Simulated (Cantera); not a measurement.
A closed system holds: 1 mol MgO, 0.12 mol SO2, 0.11 mol CO2, held at 727 °C and 1 atm.

Method: chemical equilibrium by Gibbs-energy minimisation in Cantera with the NASA 1993 tables (ideal gas, pure condensed phases). Candidate condensed phases: C, Mg, MgCO3, MgO, MgS, MgSO4, S; 26 gas species. Kinetics and transport are ignored.

Base state: SO2 0.522, CO2 0.478 (mole fractions); condensed: MgO(s).

Problem. What changes in the equilibrium state with this change: 0.002 mol H2 added?

Solution. 
```json
[
 {"species": "SO2", "before": "0.522", "after": "0.514"},
 {"species": "CO2", "before": "0.478", "after": "0.475"},
 {"species": "H2O", "before": "0", "after": "0.00859"},
 {"species": "S2", "before": "<1e-9", "after": "0.00175"},
 {"species": "S2O", "before": "2.60e-9", "after": "0.000358"},
 {"species": "COS", "before": "<1e-9", "after": "5.10e-5"},
 {"species": "H2S", "before": "0", "after": "4.19e-5"},
 {"species": "CO", "before": "5.45e-6", "after": "0.000282"},
 {"species": "MgO(s), mol", "before": "1.00", "after": "1.00"}
]
```
Gases not in the tables: S3 to S7. Further candidate phases: C6H6, C7H8, C8H18, H2O, H2SO4, Mg(OH)2.
